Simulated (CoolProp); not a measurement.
Values from CoolProp's reference Helmholtz-energy equation of state, Gedanitz 2015.

**Question.** Give the vapour pressure (kPa), liquid density (kg/m³), enthalpy of vaporisation (kJ/kg), liquid cp (kJ/(kg K)) of saturated cyclopentane at 401.4 K.

**Answer.** 
```
T (K)  p (kPa)  liquid density (kg/m³)  enthalpy of vaporisation (kJ/kg)  liquid cp (kJ/(kg K))
-----  -------  ----------------------  --------------------------------  ---------------------
401.4      773                     624                               319                   2.40
```
